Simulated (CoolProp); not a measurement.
A single-stage vapour-compression cycle with sulfur dioxide: evaporating at 249.15 K (dew point), condensing at 316.15 K (bubble point), superheat 0 K, subcooling 2 K, compressor efficiency 0.65, no pressure losses. Each further row changes one setting.

Values from CoolProp's reference Helmholtz-energy equation of state, Gao 2016.

```json
[
 {"case": "as stated", "cooling COP": "1.87", "pressure ratio": "13.2", "discharge temperature (K)": "502.6", "refrigerating effect (kJ/kg)": "312", "volumetric capacity (kJ/m³)": "511"},
 {"case": "evaporating temperature 254.15 K", "cooling COP": "2.12", "pressure ratio": "10.3", "discharge temperature (K)": "482.1", "refrigerating effect (kJ/kg)": "314", "volumetric capacity (kJ/m³)": "649"},
 {"case": "condensing temperature 311.15 K", "cooling COP": "2.07", "pressure ratio": "11.4", "discharge temperature (K)": "485.6", "refrigerating effect (kJ/kg)": "319", "volumetric capacity (kJ/m³)": "522"},
 {"case": "subcooling 7 K", "cooling COP": "1.92", "pressure ratio": "13.2", "discharge temperature (K)": "502.6", "refrigerating effect (kJ/kg)": "319", "volumetric capacity (kJ/m³)": "522"},
 {"case": "superheat 10 K", "cooling COP": "1.84", "pressure ratio": "13.2", "discharge temperature (K)": "519.9", "refrigerating effect (kJ/kg)": "318", "volumetric capacity (kJ/m³)": "500"}
]
```
